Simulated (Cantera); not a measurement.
**Low-pressure radical oxidation in H2/O2**

An isothermal, constant-pressure homogeneous reactor starts with 12.2 % H2, 50.8 % O2, 37.1 % N2, equivalence ratio 0.12, at 1175 K and 10.00 Torr.

Model: the H2/O2 subset of GRI-Mech 3.0, which has no nitrogen chemistry, integrated in Cantera. Radical loss at walls, strong at low pressure, is not modelled. The temperature is held fixed by assumption; the heat of reaction is taken as removed at once.

```json
[
 {"t (s)": "2.00e-5", "x H2": "0.122", "x O2": "0.508", "x O": "6.78e-11", "x H2O": "1.52e-11", "x HO2": "7.01e-10"},
 {"t (s)": "5.63e-5", "x H2": "0.122", "x O2": "0.508", "x O": "4.67e-10", "x H2O": "2.68e-10", "x HO2": "1.98e-9"},
 {"t (s)": "0.000159", "x H2": "0.122", "x O2": "0.508", "x O": "3.30e-9", "x H2O": "4.29e-9", "x HO2": "5.57e-9"},
 {"t (s)": "0.000447", "x H2": "0.122", "x O2": "0.508", "x O": "5.29e-8", "x H2O": "1.20e-7", "x HO2": "1.60e-8"},
 {"t (s)": "0.00126", "x H2": "0.122", "x O2": "0.508", "x O": "3.92e-5", "x H2O": "9.98e-5", "x HO2": "3.01e-7"},
 {"t (s)": "0.00355", "x H2": "0.00582", "x O2": "0.439", "x O": "0.0431", "x H2O": "0.0931", "x HO2": "4.24e-6"},
 {"t (s)": "0.0100", "x H2": "0.00433", "x O2": "0.447", "x O": "0.0339", "x H2O": "0.104", "x HO2": "4.38e-6"},
 {"t (s)": "0.0282", "x H2": "0.00228", "x O2": "0.462", "x O": "0.0162", "x H2O": "0.119", "x HO2": "4.34e-6"},
 {"t (s)": "0.0794", "x H2": "0.000482", "x O2": "0.473", "x O": "0.00328", "x H2O": "0.128", "x HO2": "2.99e-6"},
 {"t (s)": "0.224", "x H2": "5.63e-5", "x O2": "0.475", "x O": "0.000383", "x H2O": "0.129", "x HO2": "9.69e-7"},
 {"t (s)": "0.630", "x H2": "7.77e-6", "x O2": "0.476", "x O": "5.36e-5", "x H2O": "0.130", "x HO2": "2.08e-7"},
 {"t (s)": "1.77", "x H2": "1.51e-6", "x O2": "0.476", "x O": "1.06e-5", "x H2O": "0.130", "x HO2": "4.89e-8"},
 {"t (s)": "5.00", "x H2": "3.76e-7", "x O2": "0.476", "x O": "2.66e-6", "x H2O": "0.130", "x HO2": "1.43e-8"}
]
```
x: mole fraction; the columns are a selection and need not sum to one.

Equilibrium at this temperature and pressure: H2 1.23e-8, O2 0.476, O 8.78e-8, H2O 0.130, HO2 7.21e-9 (gas phase only).
